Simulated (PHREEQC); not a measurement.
Dissolve 0.023 mol HF, 0.14 mol FeCl3 and 9.2e-05 mol CuCl2 per kg of water at 20 °C. Closed to the air; pH follows from the charge balance.

Model: ion-association model, wateq4f.dat, run in PHREEQC.

Each row changes one thing in this solution. Precipitation was switched off in this run.

```csv
case,pH,ionic strength (mol/kgw),FeCl+2 (mol/kgw),Fe+3 (mol/kgw),FeCl2+ (mol/kgw),FeOH+2 (mol/kgw),SI of Goethite (FeOOH),SI of Hematite (Fe2O3)
as made,1.66,0.500,0.0628,0.0287,0.0199,0.00259,+3.20,+8.39
0.0096 mol/kgw KCl added,1.66,0.506,0.0631,___,0.0204,___,+3.20,+8.39
HF left out,1.88,0.516,0.0693,0.0327,0.0211,0.00491,+3.92,+9.83
CuCl2 from 9.2e-05 to 9.2e-06 mol/kgw,1.66,0.500,0.0628,0.0287,0.0199,0.00259,+3.20,+8.39
temperature from 20 to 70 °C,1.53,0.491,0.0852,0.0105,0.00594,0.00887,+3.87,+9.94
temperature from 20 to 45 °C,___,0.493,0.0782,0.0174,0.0111,0.00532,+3.60,+9.30
CuCl2 from 9.2e-05 to 0.000184 mol/kgw,1.66,0.500,0.0628,0.0287,0.0199,0.00258,+3.20,+8.39
```

Q: Some entries are withheld; supply them.

A: 
- 0.0096 mol/kgw KCl added, Fe+3 (mol/kgw): 0.0281
- 0.0096 mol/kgw KCl added, FeOH+2 (mol/kgw): 0.00255
- temperature from 20 to 45 °C, pH: 1.59

Some of these states are supersaturated (in Hematite (slow to form), Goethite (slow to form), for instance). Constants without temperature data keep their 25 °C values here. Fluoro complexes past AlF4- and FeF3 are missing from the database.
